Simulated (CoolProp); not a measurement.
CF4 (R14) along the isobar 8.03 bar: fugacity coefficient from the reference equation and from simpler models built on Tc = -45.8 °C, pc = 37.62 bar, ω = 0.178; each cubic takes its own stable root.

Model: reference Helmholtz-energy equation of state, Platzer 1990, in CoolProp. This equation is an older, rougher fit.

```tsv
T (°C)	phase	reference
-74.25	gas	0.8924
-60.25	gas	0.9123
-46.15	gas	0.9279
-32.15	gas	0.9402
-18.15	gas	0.9501
-4.15	gas	0.9581
9.95	gas	0.9648
23.95	gas	0.9704
37.95	gas	0.9751
52.05	gas	0.9791
66.05	gas	0.9825
80.05	gas	0.9854
```

### Question
How far does each simpler model (Redlich-Kwong, Soave-Redlich-Kwong) lie from the reference over these 12 states: mean and median of the absolute difference, and the worst?

### Answer
- Redlich-Kwong: mean 0.2 %, median 0.2 %, worst -0.4 % at 80.05 °C and 8.03 bar
- Soave-Redlich-Kwong: mean 0.1 %, median 0.1 %, worst +0.2 % at 52.05 °C and 8.03 bar
